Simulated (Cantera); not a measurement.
An adiabatic, constant-pressure homogeneous reactor starts with 13.0 % CH₄, 15.3 % O₂, 57.4 % N₂, 14.3 % H₂O, equivalence ratio 1.7, at 1800 K and 10.0 bar.

Detailed kinetics in Cantera: GRI-Mech 3.0 (53 species, 325 reactions).

Predict: time of steepest temperature rise; temperature at 0.100 s; equilibrium temperature; x(O₂) at 0.100 s; x(H₂O) at 0.100 s; x(CH₂O) at 0.100 s; x(HO₂) at 0.100 s; x(NO) at 0.100 s.


| Quantity | Result |
|---|---|
| time of steepest temperature rise | 23.0 µs |
| temperature at 0.100 s | 2775 K |
| equilibrium temperature | 2775 K |
| x(O₂) at 0.100 s | 0.000226 (gas-phase equilibrium 0.000226) |
| x(H₂O) at 0.100 s | 0.250 (gas-phase equilibrium 0.250) |
| x(CH₂O) at 0.100 s | 3.65e-8 (gas-phase equilibrium 3.65e-8) |
| x(HO₂) at 0.100 s | 4.55e-7 (gas-phase equilibrium 4.55e-7) |
| x(NO) at 0.100 s | 0.000944 (gas-phase equilibrium 0.000944) |
